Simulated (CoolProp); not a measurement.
A simple Rankine cycle with water: condensing at 333.15 K, boiler at 16.7 MPa, turbine inlet 629.1 K, turbine efficiency 0.7, pump efficiency 0.6, no recuperator. Each further row changes one setting.

Values from CoolProp's reference Helmholtz-energy equation of state, Wagner 2002.

```json
[
 {"case": "as stated", "thermal efficiency (%)": "25.2", "net work (kJ/kg)": "591", "heat in (kJ/kg)": "2350", "turbine exit temperature (K)": "333.1", "volume ratio over the turbine": "602"},
 {"case": "turbine inlet 649.1 K", "thermal efficiency (%)": "(withheld)", "net work (kJ/kg)": "647", "heat in (kJ/kg)": "(withheld)", "turbine exit temperature (K)": "333.1", "volume ratio over the turbine": "522"},
 {"case": "condensing temperature 325.15 K", "thermal efficiency (%)": "25.9", "net work (kJ/kg)": "617", "heat in (kJ/kg)": "(withheld)", "turbine exit temperature (K)": "325.2", "volume ratio over the turbine": "(withheld)"},
 {"case": "boiler pressure 11.7 MPa", "thermal efficiency (%)": "25.2", "net work (kJ/kg)": "660", "heat in (kJ/kg)": "2620", "turbine exit temperature (K)": "333.1", "volume ratio over the turbine": "(withheld)"},
 {"case": "turbine efficiency 0.6", "thermal efficiency (%)": "(withheld)", "net work (kJ/kg)": "(withheld)", "heat in (kJ/kg)": "2350", "turbine exit temperature (K)": "333.1", "volume ratio over the turbine": "632"}
]
```

Problem. Complete the blanks.

Solution. 
- turbine inlet 649.1 K, thermal efficiency (%): 25.7
- turbine inlet 649.1 K, heat in (kJ/kg): 2520
- condensing temperature 325.15 K, heat in (kJ/kg): 2380
- condensing temperature 325.15 K, volume ratio over the turbine: 857
- boiler pressure 11.7 MPa, volume ratio over the turbine: 345
- turbine efficiency 0.6, thermal efficiency (%): 21.4
- turbine efficiency 0.6, net work (kJ/kg): 503

The expansion ends wet for: as stated; turbine inlet 649.1 K; condensing temperature 325.15 K; boiler pressure 11.7 MPa; turbine efficiency 0.6.
